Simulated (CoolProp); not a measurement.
Computed with CoolProp (reference Helmholtz-energy equation of state, Eisenbach 2021).

### Question
Give the vapour pressure (bar), enthalpy of vaporisation (kJ/kg), vapour Z of saturated propylene glycol at 171.95, 201.85, 209.25 °C.

### Answer
```
T (°C)  p (bar)  enthalpy of vaporisation (kJ/kg)  vapour Z
------  -------  --------------------------------  --------
171.95    0.603                               717     0.986
201.85     1.53                               685     0.973
209.25     1.88                               676     0.968
```
